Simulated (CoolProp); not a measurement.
Vapour-liquid equilibrium of n-octane (1) + ethylbenzene (2) at 239.65 °C; x and y are mole fractions of (1).

Model: multi-fluid Helmholtz-energy mixture model, Beckmüller 2019 and Zhou 2012; pair parameters Bell 2016, in CoolProp.

| x | bubble pressure (MPa) | y at the bubble point | dew pressure at overall composition x (MPa) | liquid density (mol/L) |
|---|---|---|---|---|
| 0.05 | 0.8874 | 0.065 | 0.8830 | 5.927 |
| 0.2 | 0.9376 | 0.241 | 0.9260 | 5.577 |
| 0.35 | 0.9802 | 0.397 | 0.9678 | 5.256 |
| 0.5 | 1.016 | 0.540 | 1.006 | 4.961 |
| 0.65 | 1.046 | 0.678 | 1.040 | 4.691 |
| 0.8 | 1.070 | 0.815 | 1.068 | 4.444 |
| 0.95 | 1.089 | 0.953 | 1.089 | 4.217 |

No azeotrope shows between x = 0.05 and 0.95.

The pair parameters rest on a limited set of measurements; away from them the model extrapolates.
